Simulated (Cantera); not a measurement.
Charge: 1 mol Si, 0.0021 mol H2O, 100 mol H2, held at 1025 K and 7.50 Torr.

These are equilibrium values from Cantera (NASA tables, ideal gas, pure condensed phases), not measurements of a reactor. Candidate condensed phases: H2O, Si, SiO2; 18 gas species. Mutual solubility and eutectic melting of coexisting phases are not modelled. Rates play no part.

Base state: H2 1.00 (mole fractions); condensed: Si(s) + SiO2(β-quartz).

Q: What changes in the equilibrium state with this change: temperature from 1025 K to 1375 K?

A: 
| species | before | after |
|---|---|---|
| H2 | 1.00 | 1.000 |
| H | 4.36e-8 | 3.43e-5 |
| SiO | 1.44e-7 | 2.10e-5 |
| Si(s), mol | 0.999 | 0.998 |
| SiO2(β-quartz), mol | 0.00104 | 0 |

Q: What changes in the equilibrium state with this change: temperature from 1025 K to 1773.15 K?

A: 
| species | before | after |
|---|---|---|
| H2 | 1.00 | 0.997 |
| H | 4.36e-8 | 0.00284 |
| Si | <1e-9 | 0.000213 |
| SiH | <1e-9 | 2.63e-5 |
| SiH2 | <1e-9 | 2.46e-5 |
| SiO | 1.44e-7 | 2.10e-5 |
| Si(s), mol | 0.999 | 0 |
| SiO2(β-quartz), mol | 0.00104 | 0 |
| Si(l), mol | 0 | 0.971 |
Gases not in the tables: Si2H6 and higher silanes.
